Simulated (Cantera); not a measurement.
## Iron carbonyl, mercury and lead vapours: PbO + CO + H₂

Feed: 1 mol PbO, 0.84 mol CO, 13 mol H₂, equilibrated at 101000 Pa.

Equilibrium computed with Cantera from the NASA thermochemical tables; the gas is ideal and each condensed phase is pure. Candidate condensed phases: C, C₆H₆, C₇H₈, C₈H₁₈, H₂O, Pb, PbO, PbO₂, Pb₃O₄; 113 gas species. Equilibrium is a limit: real reactors are often held back by kinetics, nucleation or transport.

```csv
T (°C),x H₂,x H₂O,x CH₄,x Pb,x CO,n Pb(l)
427,0.780,0.151,0.0691,1.10e-9,5.90e-6,1.00
502,0.780,0.151,0.0686,2.46e-8,0.000229,1.00
577,0.791,0.141,0.0621,3.14e-7,0.00394,1.000
652,0.825,0.110,0.0380,2.64e-6,0.0215,1.000
727,0.856,0.0812,0.0130,1.60e-5,0.0434,1.000
802,0.868,0.0709,0.00289,7.49e-5,0.0535,0.999
877,0.870,0.0692,0.000605,0.000286,0.0564,0.996
952,0.869,0.0692,0.000144,0.000922,0.0574,0.987
1027,0.867,0.0695,4.00e-5,0.00259,0.0579,0.964
1102,0.864,0.0695,1.26e-5,0.00648,0.0580,0.910
1177,0.856,0.0692,4.44e-6,0.0147,0.0578,0.793
1252,0.842,0.0683,1.68e-6,0.0307,0.0571,0.561
1327,0.817,0.0664,6.67e-7,0.0598,0.0556,0.118
```
x: gas mole fraction; n: condensed amount in mol.

From 427 °C to 1327 °C the condensed part is Pb(l).
